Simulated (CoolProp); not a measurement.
Properties of benzene at several states (Tc = 562.0 K, pc = 4906 kPa, ω = 0.211).

Model: reference Helmholtz-energy equation of state, Thol 2012, in CoolProp.

| T (K) | p (kPa) | phase | Z | cv (kJ/(kg K)) | conductivity (mW/(m K)) |
|---|---|---|---|---|---|
| 327.4 | 22.2 | gas | 0.9906 | 1.061 | 12.9 |
| 331.9 | 147 | liquid | 0.004970 | 1.306 | 130 |
| 487.5 | 1990 | liquid | 0.06043 | 1.762 | 84.6 |

Thermal conductivity comes from a separate model (Assael 2012).
